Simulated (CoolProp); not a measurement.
Vapour-liquid equilibrium of isopentane (1) + toluene (2) at 0.0129 MPa; x and y are mole fractions of (1).

The numbers come from the multi-fluid Helmholtz-energy mixture model, Lemmon 2006 and Lemmon 2006; pair parameters Bell 2016 in CoolProp.

Task: Give the bubble temperature and the first vapour's composition at x = 0.35, 0.55, 0.75. Is there an azeotrope?

Result: x = 0.35: 266.5 K, y = 0.969; x = 0.55: 260.0 K, y = 0.985; x = 0.75: 256.4 K, y = 0.991. No azeotrope shows between x = 0.05 and 0.95.

Pair parameters are fitted to limited data, so mixtures are less certain than the pure fluids.
